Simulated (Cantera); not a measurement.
Input: 1 mol Si2H6, a varied amount of O3, 130 mol N2, held at 1748 K and 6.20 Pa.

These are equilibrium values from Cantera (NASA tables, ideal gas, pure condensed phases), not measurements of a reactor. Candidate condensed phases: H2O, Si, SiO2, Si2N2O, Si3N4; 35 gas species. The feed counts by its element totals alone. The tables hold silica as quartz up to 1696 K and as liquid above; real silica turns to tridymite and cristobalite and melts near 1996 K. Kinetics and transport are ignored.

Task: What share of the Si ends up in condensed phases as a function of n(O3) (mol), at 0.73, 0.89, 1.1, 1.3, 1.6, 2, 2.4, 2.9, 3.6, 4.4, 5.3?

Result: 
```json
[
 {"n(O3) (mol)": "0.73", "Si condensed (%)": "0.0", "as": "-"},
 {"n(O3) (mol)": "0.89", "Si condensed (%)": "0.0", "as": "-"},
 {"n(O3) (mol)": "1.1", "Si condensed (%)": "0.0", "as": "-"},
 {"n(O3) (mol)": "1.3", "Si condensed (%)": "20.9", "as": "SiO2(condensed)"},
 {"n(O3) (mol)": "1.6", "Si condensed (%)": "49.2", "as": "SiO2(condensed)"},
 {"n(O3) (mol)": "2", "Si condensed (%)": "78.5", "as": "SiO2(condensed)"},
 {"n(O3) (mol)": "2.4", "Si condensed (%)": "92.0", "as": "SiO2(condensed)"},
 {"n(O3) (mol)": "2.9", "Si condensed (%)": "95.5", "as": "SiO2(condensed)"},
 {"n(O3) (mol)": "3.6", "Si condensed (%)": "96.8", "as": "SiO2(condensed)"},
 {"n(O3) (mol)": "4.4", "Si condensed (%)": "97.4", "as": "SiO2(condensed)"},
 {"n(O3) (mol)": "5.3", "Si condensed (%)": "97.8", "as": "SiO2(condensed)"}
]
```
